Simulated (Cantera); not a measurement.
An isothermal, constant-pressure homogeneous reactor starts with 0.597 % CO, 1.57 % O₂, 0.0176 % H₂O, 97.8 % N₂, equivalence ratio 0.19, at 1450 K and 0.987 atm.

Cantera simulation using GRI-Mech 3.0 (53 species, 325 reactions); the numbers are that mechanism's predictions, not measurements.

x: mole fraction; the columns are a selection and need not sum to one.

| t (s) | x CO | x O₂ | x H₂O | x H₂ | x OH | x NO₂ | x HO₂ |
|---|---|---|---|---|---|---|---|
| 1.00e-5 | 0.00597 | 0.0157 | 0.000176 | <1e-12 | 3.35e-12 | <1e-12 | 2.12e-12 |
| 3.59e-5 | 0.00597 | 0.0157 | 0.000176 | <1e-12 | 2.27e-11 | <1e-12 | 7.38e-12 |
| 0.000129 | 0.00597 | 0.0157 | 0.000176 | <1e-12 | 2.13e-10 | <1e-12 | 2.78e-11 |
| 0.000464 | 0.00597 | 0.0157 | 0.000176 | 1.15e-11 | 2.43e-9 | <1e-12 | 2.48e-10 |
| 0.00167 | 0.00597 | 0.0157 | 0.000176 | 6.85e-10 | 4.59e-8 | <1e-12 | 6.69e-9 |
| 0.00599 | 0.00565 | 0.0154 | ? | ? | ? | 2.25e-11 | ? |
| 0.0215 | 0.000928 | 0.0130 | 0.000147 | 2.31e-6 | 3.49e-5 | 1.17e-8 | 6.32e-7 |
| 0.0774 | 7.39e-5 | 0.0127 | 0.000170 | 2.23e-7 | 1.13e-5 | 3.41e-8 | 1.53e-7 |
| 0.278 | 5.13e-6 | 0.0127 | 0.000175 | 2.30e-8 | 3.90e-6 | 3.47e-8 | 1.85e-8 |
| 1.00 | 4.27e-7 | 0.0127 | 0.000176 | 3.49e-9 | 1.57e-6 | 1.53e-8 | 1.90e-9 |

Q: Complete the blanks.

A: 
- 0.00599, x H₂O: 0.000161
- 0.00599, x H₂: 9.49e-7
- 0.00599, x OH: 1.82e-5
- 0.00599, x HO₂: 5.63e-7
